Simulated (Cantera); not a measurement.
# Transport properties of process gases

Gas mixture: 52.2 % NO, 47.8 % CO2, at 45.8 Torr, frozen composition.

Cantera's kinetic-theory transport with the Lennard-Jones parameters of GRI-Mech 3.0, ideal gas; thermal conductivity in the multicomponent form. The composition is frozen, though it would react at the higher temperatures.

```json
[
 {"T (K)": "400", "ρ (kg/m³)": "0.0673", "cp (J/kg/K)": "963.8", "μ (µPa s)": "21.3", "λ (mW/m/K)": "28.8", "Pr": "0.712", "D (cm²/s) CH4": "5.46", "D (cm²/s) H2O": "5.53", "D (cm²/s) O": "7.86"},
 {"T (K)": "550", "ρ (kg/m³)": "0.0490", "cp (J/kg/K)": "1039", "μ (µPa s)": "27.4", "λ (mW/m/K)": "39.6", "Pr": "0.718", "D (cm²/s) CH4": "9.57", "D (cm²/s) H2O": "10.2", "D (cm²/s) O": "13.6"},
 {"T (K)": "700", "ρ (kg/m³)": "0.0385", "cp (J/kg/K)": "1101", "μ (µPa s)": "32.7", "λ (mW/m/K)": "50.0", "Pr": "0.721", "D (cm²/s) CH4": "14.5", "D (cm²/s) H2O": "16.0", "D (cm²/s) O": "20.5"},
 {"T (K)": "850", "ρ (kg/m³)": "0.0317", "cp (J/kg/K)": "1151", "μ (µPa s)": "37.5", "λ (mW/m/K)": "59.9", "Pr": "0.722", "D (cm²/s) CH4": "20.2", "D (cm²/s) H2O": "22.7", "D (cm²/s) O": "28.5"},
 {"T (K)": "1000", "ρ (kg/m³)": "0.0269", "cp (J/kg/K)": "1191", "μ (µPa s)": "42.0", "λ (mW/m/K)": "69.2", "Pr": "0.723", "D (cm²/s) CH4": "26.6", "D (cm²/s) H2O": "30.4", "D (cm²/s) O": "37.4"},
 {"T (K)": "1150", "ρ (kg/m³)": "0.0234", "cp (J/kg/K)": "1220", "μ (µPa s)": "46.2", "λ (mW/m/K)": "78.0", "Pr": "0.723", "D (cm²/s) CH4": "33.7", "D (cm²/s) H2O": "38.9", "D (cm²/s) O": "47.2"},
 {"T (K)": "1300", "ρ (kg/m³)": "0.0207", "cp (J/kg/K)": "1243", "μ (µPa s)": "50.2", "λ (mW/m/K)": "86.3", "Pr": "0.723", "D (cm²/s) CH4": "41.4", "D (cm²/s) H2O": "48.2", "D (cm²/s) O": "58.0"},
 {"T (K)": "1450", "ρ (kg/m³)": "0.0186", "cp (J/kg/K)": "1263", "μ (µPa s)": "54.0", "λ (mW/m/K)": "94.3", "Pr": "0.723", "D (cm²/s) CH4": "49.7", "D (cm²/s) H2O": "58.2", "D (cm²/s) O": "69.5"}
]
```
D: mixture-averaged diffusion coefficient of that species in the mixture.
